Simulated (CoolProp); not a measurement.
Vapour-liquid equilibrium of n-hexane (1) + o-xylene (2) at 0.0362 MPa; x and y are mole fractions of (1).

The numbers come from the multi-fluid Helmholtz-energy mixture model, Thol 2019 and Zhou 2012; pair parameters Bell 2016 in CoolProp.

```tsv
x	bubble temperature (°C)	y at the bubble point	dew temperature at overall composition x (°C)	liquid density (mol/L)
0.05	97.1	0.366	107.9	7.627
0.15	80.4	0.690	104.8	7.701
0.25	69.8	0.820	101.4	7.723
0.35	62.4	0.885	97.7	7.719
0.45	56.9	0.922	93.5	7.697
0.55	52.5	0.946	88.7	7.665
0.65	48.9	0.963	83.0	7.625
0.75	45.8	0.976	76.0	7.579
0.85	43.0	0.987	66.6	7.528
0.95	40.5	0.996	51.8	7.474
```

No azeotrope shows between x = 0.05 and 0.95.

The pair parameters rest on a limited set of measurements; away from them the model extrapolates.
